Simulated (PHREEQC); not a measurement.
Dissolve 0.021 mol Rb2SO4 and 3.2e-05 mol MnCl2 per kg of water at 25 °C. Closed to the air; pH follows from the charge balance.

Model: ion-association model, wateq4f.dat, run in PHREEQC.

Each row changes one thing in this solution. Precipitation was switched off in this run.

```tsv
case	pH	Mn+2 (mol/kgw)	MnSO4 (mol/kgw)	MnOH+ (mol/kgw)	MnCl+ (mol/kgw)	SI of Pyrochroite (Mn(OH)2)
as made	7.12	1.86e-5	1.34e-5	3.56e-9	2.16e-9	-6.03
Rb2SO4 from 0.021 to 0.042 mol/kgw	7.18	1.65e-5	1.55e-5	3.10e-9	1.57e-9	-6.06
0.019 mol/kgw LiOH added	12.17	6.57e-7	3.96e-7	1.33e-5	7.13e-11	+2.58
diluted 10-fold with water	7.03	2.68e-6	5.20e-7	5.76e-10	5.05e-11	-6.86
Rb2SO4 from 0.021 to 0.0315 mol/kgw	7.15	1.73e-5	1.47e-5	3.28e-9	1.79e-9	-6.05
```

Some of these states are supersaturated (in Pyrochroite, for instance).
